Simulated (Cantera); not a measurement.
An adiabatic, constant-pressure homogeneous reactor starts with 6.70 % CH4, 3.55 % CO, 15.2 % O2, 57.1 % N2, 17.4 % H2O, equivalence ratio 1.00, at 1223 K and 760 Torr.

Cantera simulation using GRI-Mech 3.0 (53 species, 325 reactions); the numbers are that mechanism's predictions, not measurements.

Task: Predict: time of steepest temperature rise; temperature at 0.100 s; equilibrium temperature; x(CO) at 0.100 s; x(O2) at 0.100 s.

Result: 
```json
{
  "time_of_steepest_temperature_rise": "55.8 ms",
  "temperature at 0.100 s": "2456 K",
  "equilibrium_temperature": "2455 K",
  "x(CO) at 0.100 s": "0.0211 (gas-phase equilibrium 0.0212)",
  "x(O2) at 0.100 s": "0.0124 (gas-phase equilibrium 0.0123)"
}
```
